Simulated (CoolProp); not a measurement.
Vapour-liquid equilibrium of C3F8 (R218) (1) + R134a (2) at 272.3 K; x and y are mole fractions of (1).

Computed with CoolProp (multi-fluid Helmholtz-energy mixture model, Lemmon 2006 and Tillner-Roth 1994; pair parameters Bell 2016).

| x | bubble pressure (MPa) | y at the bubble point | dew pressure at overall composition x (MPa) | liquid density (mol/L) |
|---|---|---|---|---|
| 0.05 | 0.3308 | 0.170 | 0.2965 | 12.31 |
| 0.2 | [?] | 0.402 | 0.3406 | 11.20 |
| 0.35 | 0.4534 | 0.504 | 0.3947 | 10.27 |
| 0.5 | 0.4710 | 0.574 | 0.4519 | 9.481 |
| 0.65 | 0.4761 | 0.644 | 0.4760 | [?] |
| 0.8 | [?] | 0.739 | 0.4538 | 8.305 |
| 0.95 | 0.4275 | 0.907 | 0.4162 | [?] |

### Question
What belongs in the gaps?

### Answer

- 0.2, bubble pressure (MPa): 0.4151
- 0.65, liquid density (mol/L): 8.833
- 0.8, bubble pressure (MPa): 0.4663
- 0.95, liquid density (mol/L): 7.880

y crosses x between x = 0.5 and 0.65: the model has an azeotrope there.

The pair parameters rest on a limited set of measurements; away from them the model extrapolates.
